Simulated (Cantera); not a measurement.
A perfectly stirred reactor is fed with CH3OH : O2 : N2 = 0.019 : 0.052 : 1 (molar parts), at 1.68 atm; it is held at 1450 K, and followed from long to short residence time.

Model: GRI-Mech 3.0 (53 species, 325 reactions), integrated in Cantera. GRI-Mech 3.0 was tuned for natural gas; its chemistry of methanol as a main component is partial and can be far from experiment. The temperature is held fixed by assumption; the heat of reaction is taken as removed at once.

x: mole fraction; the columns are a selection and need not sum to one.

```csv
τ (s),x CH3OH,x O2,x C2H,x CH2,x OH,x HCO
0.31,2.43e-6,0.0218,<1e-12,2.32e-11,0.000118,___
0.13,4.23e-6,0.0218,<1e-12,6.49e-11,0.000154,___
0.055,7.18e-6,0.0219,<1e-12,2.06e-10,0.000198,___
0.023,1.20e-5,0.0220,<1e-12,7.18e-10,0.000256,___
0.0098,1.97e-5,0.0223,<1e-12,2.49e-9,0.000327,___
0.0041,3.24e-5,0.0227,<1e-12,8.65e-9,0.000413,___
0.0017,5.52e-5,0.0235,<1e-12,2.82e-8,0.000508,___
0.00073,0.000102,0.0249,<1e-12,7.80e-8,0.000576,___
0.00031,0.00592,0.0406,<1e-12,1.05e-8,1.74e-5,___
```

**Question.** What belongs in the gaps?

**Answer.** 
- 0.31, x HCO: 5.67e-9
- 0.13, x HCO: 1.35e-8
- 0.055, x HCO: 3.16e-8
- 0.023, x HCO: 7.46e-8
- 0.0098, x HCO: 1.72e-7
- 0.0041, x HCO: 3.99e-7
- 0.0017, x HCO: 9.24e-7
- 0.00073, x HCO: 2.05e-6
- 0.00031, x HCO: 2.34e-6
